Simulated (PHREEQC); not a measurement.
Solution A (0.0011 mol HF per kg of water) is mixed with solution B (65 mmol/kgw H2SO4, 0.16 mmol/kgw CuSO4 and 0.96 mmol/kgw Fe2(SO4)3) at 20 °C; shares are by mass of water, 1 kg in all. O2 is buffered at 0.21 atm. CO2 from the air is kept out. Only these solids could form: Fe(OH)3(a), Cu(OH)2, Brochantite, Antlerite, Chalcanthite, CuF2:2H2O.

Equilibrium calculation in PHREEQC: ion-association model, wateq4f.dat.

Problem. Predict pH at share of solution B = 0, 0.5, 0.6, 0.7, 0.9.

Solution. 
```
share of solution B    pH
-------------------  ----
0                    3.22
0.5                  1.43
0.6                  1.36
0.7                  1.31
0.9                  1.21
```

Complexes and solids missing from the database can't appear. Fluoro complexes past AlF4- and FeF3 are missing from the database.
